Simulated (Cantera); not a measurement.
Input: 1 mol Si, a varied amount of NF3, 19 mol N2, at 975 K and 0.133 bar.

Equilibrium computed with Cantera from the NASA thermochemical tables; the gas is ideal and each condensed phase is pure. Candidate condensed phases: Si, Si3N4; 16 gas species. Equilibrium is a limit: real reactors are often held back by kinetics, nucleation or transport.

### Question
What share of the Si ends up in condensed phases as a function of n(NF3) (mol), at 0.56, 0.66, 0.77, 0.9, 1.1, 1.2, 1.5, 1.7, 2, 2.3, 2.7, 3.2, 3.7?

### Answer
```csv
n(NF3) (mol),Si condensed (%),as
0.56,58.0,Si3N4(s)
0.66,50.5,Si3N4(s)
0.77,42.2,Si3N4(s)
0.9,32.5,Si3N4(s)
1.1,17.5,Si3N4(s)
1.2,10.0,Si3N4(s)
1.5,0.0,-
1.7,0.0,-
2,0.0,-
2.3,0.0,-
2.7,0.0,-
3.2,0.0,-
3.7,0.0,-
```
